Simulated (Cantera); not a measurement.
**Carbothermic reduction: Cu₂O + CO + H₂**

Charge: 1 mol Cu₂O, 1.3 mol CO, 2.1 mol H₂, at 120000 Pa.

These are equilibrium values from Cantera (NASA tables, ideal gas, pure condensed phases), not measurements of a reactor. Candidate condensed phases: C, C₆H₆, C₇H₈, C₈H₁₈, Cu, CuO, Cu(OH)₂, Cu₂O, H₂O; 113 gas species. Kinetics and transport are ignored.

From 1150 °C to 2150 °C the condensed part is Cu(l). The main Cu-bearing gas is Cu throughout.

| T (°C) | log p H₂ | log p CO | log p H₂O | log p Cu | log p CO₂ | log p H | log p OH | n Cu(l) |
|---|---|---|---|---|---|---|---|---|
| 1150 | -0.32 | -0.43 | -0.58 | -5.68 | -1.05 | -5.34 | -7.26 | 2.00 |
| 1250 | -0.33 | -0.42 | -0.57 | -4.92 | -1.09 | -4.80 | -6.55 | 2.00 |
| 1350 | -0.33 | -0.42 | -0.56 | -4.26 | -1.13 | -4.33 | -5.93 | 2.00 |
| 1450 | -0.34 | -0.41 | -0.55 | -3.67 | -1.16 | -3.91 | -5.38 | 2.00 |
| 1550 | -0.34 | -0.40 | -0.54 | -3.15 | -1.19 | -3.54 | -4.89 | 2.00 |
| 1650 | -0.35 | -0.40 | -0.53 | -2.69 | -1.22 | -3.20 | -4.45 | 1.99 |
| 1750 | -0.35 | -0.40 | -0.53 | -2.27 | -1.24 | -2.90 | -4.06 | 1.98 |
| 1850 | -0.36 | -0.40 | -0.53 | -1.90 | -1.27 | -2.63 | -3.70 | 1.96 |
| 1950 | -0.37 | -0.40 | -0.53 | -1.56 | -1.29 | -2.38 | -3.38 | 1.92 |
| 2050 | -0.38 | -0.41 | -0.54 | -1.25 | -1.32 | -2.16 | -3.09 | 1.83 |
| 2150 | -0.41 | -0.43 | -0.56 | -0.97 | -1.36 | -1.96 | -2.83 | 1.65 |
log p: log10 of the partial pressure in bar; n: condensed amount in mol.
